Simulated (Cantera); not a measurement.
What does this Cantera script print?

```python
import numpy as np
import cantera as ct

gas_names = """
    H HO2 H2 H2O H2O2 O OH O2 O3 Si SiH SiH2 SiH3 SiH4 SiO SiO2 Si2 Si3
""".split()
cond_names = """
    H2O(s) H2O(L) Si(cr) Si(L) SiO2(Lqz) SiO2(hqz) SiO2(L)
""".split()


# ... load() reads the species with a 1 bar reference pressure and builds the phases ...
atoms = {
    'Si2H6': {'Si': 2, 'H': 6},
    'H2O': {'H': 2, 'O': 1},
    'H2': {'H': 2},
}
top_T = {}  # K; cautious upper limits of use, not melting points


# ... equilibrate(T, P, feed) seeds the gas with the atoms and calls Mixture.equilibrate('TP', solver="vcs", rtol=1e-11, max_steps=5000) ...
results = []
feed = {'Si2H6': 1, 'H2O': 0.14, 'H2': 67}  # mol
T = 1573.15  # K
for P in [5, 15, 45, 140, 410, 1200, 3700, 11000, 33000, 100000]:
    mix = equilibrate(T, P, feed)
    results.append((T, P, feed, dict(zip(mix.species_names, mix.species_moles))))

top = {s: max(r[3][s] / sum(r[3][g] for g in gas_names) for r in results) for s in gas_names}
cols = sorted((s for s in top if top[s] > 1e-05), key=lambda s: -top[s])[:5]
seen = [c for c in cond_names if any(r[3].get(c, 0) > 1e-12 for r in results)]
print("log10 of partial pressures in bar; condensed amounts in mol")
print(f"{'P/Pa':>10s}" + "".join(f"{s[:9]:>10s}" for s in cols + seen))
for T, P, feed, n in results:
    ng = sum(n[g] for g in gas_names)
    print(f"{P:10.4g}" + "".join(f"{np.log10(max(n[s] / ng * P / 1e5, 1e-99)):10.3f}" for s in cols)
          + "".join(f"{n.get(c, 0):10.4g}" for c in seen))
```

Result:

```
log10 of partial pressures in bar; condensed amounts in mol
      P/Pa        H2         H       SiO        Si       SiH    Si(cr) SiO2(hqz)
         5    -4.305    -6.543    -7.003    -7.258    -9.029      1.78         0
        15    -3.826    -6.303    -6.525    -7.258    -8.790     1.833         0
        45    -3.349    -6.064    -6.048    -7.258    -8.551     1.851         0
       140    -2.855    -5.818    -5.555    -7.258    -8.305     1.857         0
       410    -2.388    -5.584    -5.088    -7.258    -8.071     1.859         0
      1200    -1.922    -5.351    -4.622    -7.258    -7.838     1.859         0
      3700    -1.433    -5.107    -4.133    -7.258    -7.593      1.86         0
   1.1e+04    -0.960    -4.870    -3.660    -7.258    -7.357      1.86         0
   3.3e+04    -0.482    -4.631    -3.183    -7.258    -7.118      1.86         0
     1e+05    -0.001    -4.391    -2.735    -7.258    -6.877     1.865  0.005059
```

Method: chemical equilibrium by Gibbs-energy minimisation in Cantera with the NASA 1993 tables (ideal gas, pure condensed phases). The feed counts by its element totals alone. Mutual solubility and eutectic melting of coexisting phases are not modelled. The tables hold silica as quartz up to 1696 K and as liquid above; real silica turns to tridymite and cristobalite and melts near 1996 K.
